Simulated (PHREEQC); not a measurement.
Spent oxide etchant: an equilibrium model

Make-up at 25 °C: 0.86 mol/kgw HF, 0.0015 mol/kgw H2SiF6, 0.0054 mol/kgw H3PO4 and 0.74 mol/kgw HCl. Closed to the air; pH follows from the charge balance.

All values are PHREEQC results (ion-association model, phreeqc.dat), not measurements.

```yaml
pH: 0.25
ionic_strength: 0.753 mol/kgw
activity_of_water: 0.960
density: 1.017 g/cm³
total_alkalinity: -1610 meq/kg
```

```csv
species,molality,activity,log γ
HF,0.846,1.01,0.075
H+,0.751,0.564,-0.124
Cl-,0.740,0.462,-0.205
HF2-,0.00607,0.00459,-0.122
H3PO4,0.00529,0.00629,0.075
F-,0.00198,0.00119,-0.222
SiF6-2,0.00150,0.000279,-0.730
H2PO4-,0.000113,7.57e-5,-0.174
```

No solid was allowed to form. Ionic strength above about 0.7 mol/kgw puts this run outside the model's range. SiF6-2 is the database's only silicon fluoride.
